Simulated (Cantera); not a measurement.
An adiabatic, constant-pressure homogeneous reactor starts with 6.80 % CH₄, 1.97 % C₂H₆, 0.231 % C₃H₈, 10.8 % O₂, 80.2 % N₂, at 1650 K and 2300000 Pa.

Cantera simulation using GRI-Mech 3.0 (53 species, 325 reactions); the numbers are that mechanism's predictions, not measurements. The pressure lies above the range GRI-Mech 3.0 was tuned for (to about 10 atm).

Task: Predict: time of steepest temperature rise; temperature at 7.00 s; equilibrium temperature; x(CH₄) at 7.00 s; x(HCN) at 7.00 s; x(N₂O) at 7.00 s.

Result: 
* **time of steepest temperature rise**: 11.3 µs
* **temperature at 7.00 s**: 2376 K
* **equilibrium temperature**: 2376 K
* **x(CH₄) at 7.00 s**: 3.63e-9 (gas-phase equilibrium 4.04e-9)
* **x(HCN) at 7.00 s**: 1.54e-6 (gas-phase equilibrium 1.54e-6)
* **x(N₂O) at 7.00 s**: 4.92e-9 (gas-phase equilibrium 4.92e-9)
